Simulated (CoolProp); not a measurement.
Vapour-liquid equilibrium of cyclohexane (1) + n-octane (2) at 183.75 °C; x and y are mole fractions of (1).

Model: multi-fluid Helmholtz-energy mixture model, Zhou 2014 and Beckmüller 2019; pair parameters Bell 2016, in CoolProp.

```json
[
 {"x": "0.05", "bubble pressure, mixture model (bar)": "4.291", "bubble pressure, Raoult's law (bar)": "4.330", "y, mixture model": "0.101", "y, Raoult's law": "0.119"},
 {"x": "0.15", "bubble pressure, mixture model (bar)": "4.858", "bubble pressure, Raoult's law (bar)": "4.959", "y, mixture model": "0.274", "y, Raoult's law": "0.312"},
 {"x": "0.25", "bubble pressure, mixture model (bar)": "5.445", "bubble pressure, Raoult's law (bar)": "5.588", "y, mixture model": "0.417", "y, Raoult's law": "0.461"},
 {"x": "0.35", "bubble pressure, mixture model (bar)": "6.048", "bubble pressure, Raoult's law (bar)": "6.217", "y, mixture model": "0.536", "y, Raoult's law": "0.580"},
 {"x": "0.45", "bubble pressure, mixture model (bar)": "6.666", "bubble pressure, Raoult's law (bar)": "6.846", "y, mixture model": "0.636", "y, Raoult's law": "0.677"},
 {"x": "0.55", "bubble pressure, mixture model (bar)": "7.298", "bubble pressure, Raoult's law (bar)": "7.476", "y, mixture model": "0.723", "y, Raoult's law": "0.758"},
 {"x": "0.65", "bubble pressure, mixture model (bar)": "7.943", "bubble pressure, Raoult's law (bar)": "8.105", "y, mixture model": "0.798", "y, Raoult's law": "0.827"},
 {"x": "0.75", "bubble pressure, mixture model (bar)": "8.601", "bubble pressure, Raoult's law (bar)": "8.734", "y, mixture model": "0.864", "y, Raoult's law": "0.885"},
 {"x": "0.85", "bubble pressure, mixture model (bar)": "9.273", "bubble pressure, Raoult's law (bar)": "9.363", "y, mixture model": "0.923", "y, Raoult's law": "0.936"},
 {"x": "0.95", "bubble pressure, mixture model (bar)": "9.959", "bubble pressure, Raoult's law (bar)": "9.992", "y, mixture model": "0.976", "y, Raoult's law": "0.980"}
]
```

The largest gap from Raoult's law is -2.7 % in bubble pressure, at x = 0.35. No azeotrope shows between x = 0.05 and 0.95.

The pair parameters rest on a limited set of measurements; away from them the model extrapolates.
